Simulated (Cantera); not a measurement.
Charge: 1 mol Mg(OH)2, 0.023 mol C, a varied amount of H2O, equilibrated at 1575 °C and 20.0 mbar.

Equilibrium computed with Cantera from the NASA thermochemical tables; the gas is ideal and each condensed phase is pure. Candidate condensed phases: C, C6H6, C7H8, C8H18, H2O, Mg, MgCO3, MgO, Mg(OH)2; 116 gas species. Rates play no part.

x: gas mole fraction; n: condensed amount in mol.

| n(H2O) (mol) | x H2O | x H2 | x CO2 | x CO | n MgO(s) |
|---|---|---|---|---|---|
| 0.082 | 0.938 | 0.0393 | 0.0178 | 0.00299 | 1.000 |
| 0.14 | 0.940 | 0.0375 | 0.0170 | 0.00272 | 1.000 |
| 0.24 | 0.945 | 0.0349 | 0.0158 | … | 1.000 |
| 0.41 | 0.950 | … | … | … | 1.000 |
| 0.7 | 0.957 | 0.0267 | 0.0120 | 0.00134 | 1.000 |
| 1.2 | 0.965 | 0.0218 | 0.00947 | 0.000858 | 1.000 |
| 2.1 | 0.972 | 0.0172 | 0.00686 | 0.000488 | 1.000 |
| 3.5 | 0.976 | 0.0141 | 0.00479 | 0.000278 | 1.000 |
| 6 | 0.979 | 0.0120 | 0.00311 | 0.000153 | 1.000 |

### Question
What belongs in the gaps?

### Answer

- 0.24, x CO: 0.00235
- 0.41, x H2: 0.0313
- 0.41, x CO2: 0.0142
- 0.41, x CO: 0.00187
